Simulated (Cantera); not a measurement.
Standard-state values (1 bar) from the NASA 1993 polynomials, evaluated with Cantera. Values are per mole of reaction as written; species without (g) are pure solids or liquids, kept so even where they would boil at 1 bar.

Question: Between 1398 and 1848 K, where is each reaction favourable under standard conditions?
- H(g) + LiCl = Li(g) + HCl(g)
- 6 HCl(g) + 3 Li₂O = 6 LiCl(g) + O₃(g) + 3 H₂(g)

Answer: 
- H(g) + LiCl = Li(g) + HCl(g): ΔG° is 83 kJ at 1398 K and 45 kJ at 1848 K; it stays positive (K < 1). ΔH° is 196 kJ and ΔS° 82 J/K at 1848 K.
- 6 HCl(g) + 3 Li₂O = 6 LiCl(g) + O₃(g) + 3 H₂(g): ΔG° is 417 kJ at 1398 K and 158 kJ at 1848 K; it stays positive (K < 1). ΔH° is 1020 kJ and ΔS° 467 J/K at 1848 K.
